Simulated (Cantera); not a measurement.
Feed: 1 mol Cu2O, 3.3 mol H2, at 1675 K and 1.40 mbar.

These are equilibrium values from Cantera (NASA tables, ideal gas, pure condensed phases), not measurements of a reactor. Candidate condensed phases: Cu, CuO, Cu(OH)2, Cu2O, H2O; 12 gas species. Rates play no part.

Base state: H2 0.638, H2O 0.278, Cu 0.0815, H 0.00248, Cu2 8.71e-5, OH 5.22e-5 (mole fractions); condensed: Cu(l).

What changes in the equilibrium state with this change: H2 from 3.3 to 0.53 mol?


| species | before | after |
|---|---|---|
| H2O | 0.278 | 0.632 |
| O2 | 3.22e-8 | 0.280 |
| Cu | 0.0815 | 0.0815 |
| H2 | 0.638 | 0.000492 |
| CuO | 8.49e-8 | 0.000250 |
| O | 1.64e-7 | 0.000483 |
| Cu(l), mol | 1.71 | 1.93 |
